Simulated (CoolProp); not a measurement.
Normal hydrogen along the isotherm 19 K: density (kg/m³) from the reference equation and from simpler models built on Tc = 33.1 K, pc = 12.96 bar, ω = -0.219; each cubic takes its own stable root.

Values from CoolProp's reference Helmholtz-energy equation of state, Leachman 2009.

```
p (bar)   phase  reference
-------  ------  ---------
1.3      liquid      72.43
2.59     liquid      72.58
3.89     liquid      72.74
5.19     liquid      72.89
6.48     liquid      73.03
7.78     liquid      73.18
9.07     liquid      73.32
10.4     liquid      73.47
11.7     liquid      73.61
13       liquid      73.75
14.3     liquid      73.89
15.6     liquid      74.02
16.9     liquid      74.16
18.1     liquid      74.28
19.4     liquid      74.41
```

How far does each simpler model (van der Waals, Redlich-Kwong, Soave-Redlich-Kwong, Peng-Robinson) lie from the reference over these 15 states: mean and median of the absolute difference, and the worst?


- van der Waals: mean 17.8 %, median 17.8 %, worst -17.8 % at 19 K and 19.4 bar
- Redlich-Kwong: mean 20.5 %, median 20.5 %, worst +21.4 % at 19 K and 1.3 bar
- Soave-Redlich-Kwong: mean 12.6 %, median 12.6 %, worst +12.6 % at 19 K and 5.19 bar
- Peng-Robinson: mean 26.5 %, median 26.5 %, worst +26.7 % at 19 K and 1.3 bar
